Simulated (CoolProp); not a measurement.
Vapour-liquid equilibrium of dimethyl ether (1) + ethanol (2) at 346.4 K; x and y are mole fractions of (1).

Values from CoolProp's multi-fluid Helmholtz-energy mixture model, Wu 2011 and Schroeder 2014; pair parameters Bell 2016.

Give the bubble pressure and the first vapour's composition at x = 0.55, 0.65, 0.75. Is there an azeotrope?

x = 0.55: 1191 kPa, y = 0.950; x = 0.65: 1335 kPa, y = 0.960; x = 0.75: 1480 kPa, y = 0.969. No azeotrope shows between x = 0.05 and 0.95.

The pair parameters rest on a limited set of measurements; away from them the model extrapolates. The gap from Raoult's law changes sign with composition, which may be real or a fault of the pair parameters; it wasn't checked against measurements.
